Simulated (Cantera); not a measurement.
A closed system holds: 1 mol C3H6, 9 mol H2, held at 1.33 mbar.

Cantera equilibrium calculation (NASA polynomials, part measured and part estimated; ideal gas, pure solids and liquids). Candidate condensed phases: C, C6H6, C7H8, C8H18; 76 gas species. Kinetics and transport are ignored.

At 2077 °C, list the 5 most abundant gas species with their mole fractions, and the condensed phases.

H2 0.708, H 0.287, C2H2 (acetylene) 0.00391, C2H 8.11e-5, C3 3.10e-5. Condensed: C(graphite).
